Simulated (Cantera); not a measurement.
Charge: 1 mol borazine, 0.35 mol O₂, 0.13 mol N₂, held at 700 °C and 13.3 mbar.

Cantera equilibrium calculation (NASA polynomials, part measured and part estimated; ideal gas, pure solids and liquids). Candidate condensed phases: B, BN, B₂O₃, B₃O₃H₃, H₂O; 39 gas species. The feed counts by its element totals alone. Rates play no part.

Base state: H₂ 0.891, N₂ 0.108, H₂O 0.000984 (mole fractions); condensed: BN(s) + B₂O₃(l).

### Question
What changes in the equilibrium state with this change: temperature from 700 °C to 1250 °C?

### Answer
```csv
species,before,after
H₂,0.891,0.877
N₂,0.108,0.107
HBO₂,3.99e-6,0.00709
HBO,1.24e-8,0.00514
B₂O₃,<1e-9,0.00259
B₂O₂,<1e-9,0.000211
BO,<1e-9,2.78e-5
H,8.88e-9,0.000188
H₂O,0.000984,0.000760
"BN(s), mol",2.54,2.54
"B₂O₃(l), mol",0.232,0.201
```
Mutual solubility and eutectic melting of coexisting phases are not modelled.

### Question
What changes in the equilibrium state with this change: temperature from 700 °C to 1377 °C?

### Answer
```json
[
 {"species": "H₂", "before": "0.891", "after": "0.816"},
 {"species": "N₂", "before": "0.108", "after": "0.105"},
 {"species": "HBO", "before": "1.24e-8", "after": "0.0280"},
 {"species": "B₂O₃", "before": "<1e-9", "after": "0.0261"},
 {"species": "HBO₂", "before": "3.99e-6", "after": "0.0180"},
 {"species": "B₂O₂", "before": "<1e-9", "after": "0.00495"},
 {"species": "BO", "before": "<1e-9", "after": "0.000519"},
 {"species": "H", "before": "8.88e-9", "after": "0.000711"},
 {"species": "H₂O", "before": "0.000984", "after": "0.000667"},
 {"species": "BN(s), mol", "before": "2.54", "after": "2.51"},
 {"species": "B₂O₃(l), mol", "before": "0.232", "after": "0.0507"}
]
```
Mutual solubility and eutectic melting of coexisting phases are not modelled.
